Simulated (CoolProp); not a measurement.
Vapour-liquid equilibrium of propylene (1) + R115 (2) at 8.31 bar; x and y are mole fractions of (1).

Model: multi-fluid Helmholtz-energy mixture model, Lemmon 2013 and Lemmon 2016; pair parameters Bell 2016, in CoolProp.

```csv
x,"bubble temperature, mixture model (°C)","bubble temperature, Raoult's law (°C)","y, mixture model","y, Raoult's law"
0.05,19.8,21.3,0.089,0.063
0.15,16.3,20.3,0.240,0.185
0.25,13.6,19.3,0.360,0.300
0.35,11.6,18.3,0.456,0.410
0.45,10.3,17.3,0.534,0.514
0.55,9.4,16.4,0.602,0.612
0.65,9.0,15.5,0.666,0.706
0.75,9.0,14.5,0.734,0.795
0.85,9.6,13.7,0.815,0.880
0.95,11.1,12.8,0.925,0.961
```

The largest gap from Raoult's law is -7.0 K in bubble temperature, at x = 0.45. y crosses x between x = 0.65 and 0.75: the model has an azeotrope there.

The pair parameters rest on a limited set of measurements; away from them the model extrapolates.
